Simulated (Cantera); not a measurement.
Charge: 1 mol AlCl3, 0.87 mol O2, 4 mol H2, 190 mol NH3, equilibrated at 14.0 Pa.

Equilibrium computed with Cantera from the NASA thermochemical tables; the gas is ideal and each condensed phase is pure. Candidate condensed phases: Al, AlCl3, AlN, Al2O3, H2O, NH4Cl; 45 gas species. The numbers say what is thermodynamically allowed, not how fast it happens. All values below are at 1525 K.

Base state: H2 0.744, N2 0.246, HCl 0.00776, H 0.00172, H2O 0.000629, Cl 1.44e-5 (mole fractions); condensed: Al2O3(s).

**Question.** What changes in the equilibrium state with this change: NH3 from 190 to 0.49 mol?

**Answer.** 
| species | before | after |
|---|---|---|
| H2 | 0.744 | 0.461 |
| HCl | 0.00776 | 0.461 |
| N2 | 0.246 | 0.0378 |
| H2O | 0.000629 | 0.0370 |
| Cl | 1.44e-5 | 0.00109 |
| H | 0.00172 | 0.00136 |
| Al2O3(s), mol | 0.499 | 0.500 |
